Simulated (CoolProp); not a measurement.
Ethylene along the isotherm 295.1 K: Z from the reference equation and from simpler models built on Tc = 282.4 K, pc = 5.042 MPa, ω = 0.087; each cubic takes its own stable root.

The numbers come from the reference Helmholtz-energy equation of state, Smukala 2000 in CoolProp.

```
p (MPa)          phase  reference
-------  -------------  ---------
0.0399             gas     0.9977
0.0756             gas     0.9956
0.143              gas     0.9916
0.272              gas     0.9840
0.515              gas     0.9694
0.976              gas     0.9408
1.85               gas     0.8833
3.51               gas     0.7565
6.65     supercritical     0.3300
12.6     supercritical     0.3925
```

**Question.** How far does each simpler model (van der Waals, Redlich-Kwong, Soave-Redlich-Kwong, Peng-Robinson) lie from the reference over these 10 states: mean and median of the absolute difference, and the worst?

**Answer.** 
- van der Waals: mean 4.6 %, median 0.4 %, worst +30.8 % at 295.1 K and 12.6 MPa
- Redlich-Kwong: mean 1.9 %, median 0.1 %, worst +9.4 % at 295.1 K and 12.6 MPa
- Soave-Redlich-Kwong: mean 2.4 %, median 0.0 %, worst +13.6 % at 295.1 K and 6.65 MPa
- Peng-Robinson: mean 1.2 %, median 0.4 %, worst +5.8 % at 295.1 K and 6.65 MPa
